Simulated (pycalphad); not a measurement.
CALPHAD calculation (pycalphad, COST 507 light-alloy database (1999)), 1 atm. The data set is of 1999 and partly superseded. Amounts are mole fractions of atoms.

### Question
Give the equilibrium state of Si-3.5C (at.%) at 2320 K.

### Answer
liquid, fraction 0.938, with 0.44 C at.%; CSI, fraction 0.062, with 50.0 C at.%.

### Question
Give the equilibrium state of Si-3.5C (at.%) at 1240 K.

### Answer
diamond (Si), fraction 0.930, with <0.01 C at.%; CSI, fraction 0.070, with 50.0 C at.%.

Database names, with the compositions (at.%) that they take in these runs: CSI: Si 50 C 50.
